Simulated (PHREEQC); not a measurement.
PHREEQC input (ion-association model, wateq4f.dat):

```
SOLUTION_MASTER_SPECIES
  An  An-  0  An  62.0  # stands for a non-complexing anion
SOLUTION_SPECIES
  An- = An-
    -log_k 0
    -gamma 3.0 0
PHASES
  Fix_H+
    H+ = H+
    -log_k 0
SOLUTION 1
  temp 25
  units mmol/kgw
  pH 7 charge
  S(6) 0.018
  Na 5.036
  Cl 0.0184
  Cu(2) 0.0092
  An 5
END
SELECTED_OUTPUT 1
  -reset false
  -pH true
  -pe true
  -ionic_strength true
  -water true
  -totals Cl Cu Na S Cu(1) Cu(2) S(-2) S(6)
  -molalities Hfo_wOH Hfo_wOH2+ Hfo_wO- Hfo_sOH Hfo_sOH2+ Hfo_sO- Hfo_sOCu+ Hfo_wOCu+ Hfo_wSO4- Hfo_wOHSO4-2
  -saturation_indices Cu(OH)2 Brochantite Antlerite Atacamite Halite Mirabilite Chalcanthite
USER_PUNCH 1
  -headings sigma psi
  10 PUNCH EDL("sigma", "Hfo"), EDL("psi", "Hfo")
PRINT
  -reset false
USE solution 1
SURFACE 1
  Hfo_wOH 0.00110112 600 0.49
  Hfo_sOH 2.75281e-05
EQUILIBRIUM_PHASES 1
  Fix_H+ -3 HAn 10
    -force_equality true
  O2(g) -0.68 10
END
# ... the last block is repeated for the other 12 points of pH, with NaOH or the acid as the point needs
```

Selected output (columns that matter, 13 of 13 rows; pH added in front):

```
pH	mu	Cu	Na	S	m_Hfo_wOH	si_Cu(OH)2	si_Brochantite	si_Antlerite	si_Atacamite	si_Halite	si_Mirabilite	si_Chalcanthite	sigma	psi
3	0.0065946	9.1927e-06	0.005036	4.7392e-10	0.00017909	-7.8196	-27.568	-21.338	-13.472	-8.6898	-13.067	-12.05	0.29612	0.21221
3.5	0.0057664	9.14e-06	0.005036	7.1832e-10	0.00034215	-6.814	-24.336	-19.112	-11.959	-8.6854	-12.852	-11.834	0.23819	0.20448
4	0.0054425	8.7559e-06	0.005036	1.7622e-09	0.00050211	-5.8293	-20.997	-16.758	-10.488	-8.6836	-12.45	-11.45	0.17912	0.19133
4.5	0.0052852	6.7414e-06	0.005036	5.8561e-09	0.00063092	-4.9413	-17.919	-14.568	-9.2118	-8.6827	-11.924	-11.036	0.12804	0.17486
5	0.0051884	2.6533e-06	0.005036	2.4253e-08	0.00072085	-4.3455	-15.917	-13.162	-8.5199	-8.6821	-11.304	-10.821	0.087764	0.15599
5.5	0.0051288	4.8488e-07	0.005036	1.2238e-07	0.00077534	-4.0843	-15.169	-12.674	-8.4975	-8.6818	-10.6	-10.856	0.057645	0.13484
6	0.0050932	6.4499e-08	0.005036	7.1877e-07	0.00080502	-3.9684	-14.935	-12.557	-8.7655	-8.6816	-9.8304	-10.971	0.036233	0.11156
6.5	0.0050735	8.89e-09	0.005036	3.9783e-06	0.00082272	-3.8911	-14.883	-12.582	-9.1108	-8.6814	-9.0869	-11.15	0.021886	0.086864
7	0.0050669	2.3255e-09	0.005036	1.2036e-05	0.00083675	-3.8222	-15.127	-12.894	-9.473	-8.6814	-8.606	-11.6	0.012598	0.061634
7.5	0.0050617	1.653e-09	0.005036	1.695e-05	0.00084272	-3.7749	-15.789	-13.604	-9.8785	-8.6814	-8.4573	-12.404	0.0061254	0.03495
8	0.0050707	1.6508e-09	0.0050517	1.7874e-05	0.00084358	-3.7468	-16.653	-14.496	-10.322	-8.6801	-8.4317	-13.353	0.0011492	0.0070459
8.5	0.0050805	1.7302e-09	0.0050685	1.7986e-05	0.00084313	-3.7224	-17.553	-15.421	-10.773	-8.6787	-8.4263	-14.326	-0.0035318	-0.021103
9	0.0050966	1.8499e-09	0.0050934	1.7998e-05	0.0008417	-3.6926	-18.434	-16.331	-11.214	-8.6767	-8.4221	-15.296	-0.009245	-0.048963
```

Species that the database lacks are ignored. The database's constant for dissolved Cu(OH)2 is higher than later reviews accept. The oxide is taken as insoluble; below pH 4 it would dissolve.
